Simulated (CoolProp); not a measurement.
R236EA along the isotherm 412 K: density (kg/m³) from the reference equation and from simpler models built on Tc = 412.4 K, pc = 34.14 bar, ω = 0.368; each cubic takes its own stable root.

The numbers come from the reference Helmholtz-energy equation of state, Rui 2013 in CoolProp.

| p (bar) | phase | reference | van der Waals | Redlich-Kwong | Soave-Redlich-Kwong | Peng-Robinson |
|---|---|---|---|---|---|---|
| 0.19 | gas | 0.8449 | 0.8447 | 0.8449 | 0.8449 | 0.8451 |
| 0.32 | gas | 1.425 | 1.424 | 1.425 | 1.425 | 1.425 |
| 0.54 | gas | 2.410 | 2.408 | 2.410 | 2.410 | 2.411 |
| 0.912 | gas | 4.086 | 4.080 | 4.085 | 4.085 | 4.090 |
| 1.54 | gas | 6.944 | 6.929 | 6.943 | 6.943 | 6.955 |
| 2.6 | gas | 11.86 | 11.81 | 11.85 | 11.85 | 11.89 |
| 4.38 | gas | 20.37 | 20.24 | 20.36 | 20.36 | 20.46 |
| 7.4 | gas | 35.66 | 35.25 | 35.62 | 35.62 | 35.94 |
| 12.5 | gas | 64.45 | 63.13 | 64.30 | 64.31 | 65.33 |
| 21.1 | gas | 126.4 | 121.1 | 125.5 | 125.5 | 129.3 |
| 35.6 | liquid | 803.7 | 525.7 | 615.9 | 618.8 | 681.0 |
| 60 | liquid | 982.6 | 683.8 | 836.1 | 836.8 | 929.9 |
